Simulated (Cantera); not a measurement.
Charge: 1 mol SiHCl₃, 9.1 mol H₂, at 1 atm.

Equilibrium computed with Cantera from the NASA thermochemical tables; the gas is ideal and each condensed phase is pure. Candidate condensed phases: Si; 19 gas species. The tables' values for SiCl₃ are old estimates; treat these amounts as uncertain. The numbers say what is thermodynamically allowed, not how fast it happens. All values below are at 900 K.

Base state: H₂ 0.915, SiCl₄ 0.0465, SiHCl₃ 0.0326, HCl 0.00370, SiH₂Cl₂ 0.00217, SiCl₃ 0.000141, SiH₃Cl 3.52e-5, SiCl₂ 2.04e-5 (mole fractions); condensed: Si(s).

### Question
What changes in the equilibrium state with this change: H₂ from 9.1 to 550 mol?

### Answer
```
species       before     after
----------  --------  --------
H₂             0.915     0.997
HCl          0.00370   0.00113
SiHCl₃        0.0326  0.000846
SiCl₄         0.0465  0.000337
SiCl₃       0.000141   3.50e-6
SiCl₂        2.04e-5   1.73e-6
SiH₂Cl₂      0.00217  0.000202
SiH₃Cl       3.52e-5   1.17e-5
Si(s), mol     0.164     0.227
```

### Question
What changes in the equilibrium state with this change: H₂ from 9.1 to 100 mol?

### Answer
```csv
species,before,after
H₂,0.915,0.990
SiHCl₃,0.0326,0.00454
SiCl₄,0.0465,0.00318
SiCl₃,0.000141,1.89e-5
SiCl₂,2.04e-5,5.33e-6
SiH₂Cl₂,0.00217,0.000615
HCl,0.00370,0.00197
SiH₃Cl,3.52e-5,2.03e-5
"Si(s), mol",0.164,0.152
```
